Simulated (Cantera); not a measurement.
A closed system holds: 1 mol Al2O3, 3.8 mol H2, at 12.0 Pa.

These are equilibrium values from Cantera (NASA tables, ideal gas, pure condensed phases), not measurements of a reactor. Candidate condensed phases: Al, Al2O3, H2O; 19 gas species. The tables' values for AlOH are old estimates; treat these amounts as uncertain. Equilibrium is a limit: real reactors are often held back by kinetics, nucleation or transport. All values below are at 2823 K.

Base state: H 0.602, O 0.225, Al 0.150, AlO 0.0112, H2 0.00554, OH 0.00330, O2 0.00172, Al2O 0.000397 (mole fractions); condensed: gas only.

Question: What changes in the equilibrium state with this change: pressure from 12.0 Pa to 65.0 Pa?

Answer: 
```
species    before     after
-------  --------  --------
H           0.602     0.592
O           0.225     0.186
Al          0.150     0.122
AlO        0.0112    0.0407
H2        0.00554    0.0289
OH        0.00330    0.0145
AlO2H     2.17e-6  0.000188
Al2O2     1.65e-6  0.000118
H2O      0.000106   0.00248
AlOH      3.38e-5  0.000653
```
